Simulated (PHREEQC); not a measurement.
Synthetic water in mg/L, 26 °C, pH 3.48, pe 9.1: Na 795; K 31.7; Ca 88.7; Mg 295; Cl 618; S(6) as SO4 2200; Cu(2) 9.56; Br 5.94; Zn 24.6; N(5) as NO3 0.701.

Valence states are taken as typed.

All values are PHREEQC results (ion-association model, phreeqc.dat), not measurements.

Precipitation was switched off in this run.

**Question.** Order these Cu species by the share of Cu that they hold, largest first: CuSO4, CuCl+, Cu+2.

**Answer.** Cu+2 (63 %), CuSO4 (35 %), CuCl+ (1.3 %)

The pH is 3.48 and the ionic strength 0.0769 mol/kgw. Species that the database lacks are ignored.
